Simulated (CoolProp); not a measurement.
CH2F2 (R32) at 274.88 K and 0.615 MPa is compressed adiabatically to 3.06 MPa with isentropic efficiency 0.9. Each further row changes one setting.

Model: reference Helmholtz-energy equation of state, Tillner-Roth 1997, in CoolProp.

```csv
case,work (kJ/kg),final temperature (K),final density (kg/m³)
as stated,79.8,385.8,58.8
efficiency 1,71.8,379.4,60.6
efficiency 0.65,111,410.9,53.0
```
